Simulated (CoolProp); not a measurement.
R410A at 425.39 K and 17.5 MPa flows at 1.1 m/s in a round tube of 20 mm bore and 1.5 µm roughness, fully developed (64/Re and Nu = 3.66 if laminar; Colebrook and Gnielinski if turbulent). Each further row changes one setting.

The numbers come from the reference Helmholtz-energy equation of state, Lemmon 2003 in CoolProp. It is a pseudo-pure fit of the blend.

```
case              Reynolds number  Darcy friction factor  pressure drop (Pa/m)  heat-transfer coefficient (W/(m² K))  mass flow (kg/h)
----------------  ---------------  ---------------------  --------------------  ------------------------------------  ----------------
as stated                  260000                 0.0155                   286                                  1850               757
velocity 2.2 m/s           521000                 0.0141                  1040                                  3390              1510
diameter 40 mm             521000                 0.0136                   125                                  1640              3030
```

Viscosity comes from a separate model (Geller 2000). Thermal conductivity comes from a separate model (Geller 2001).
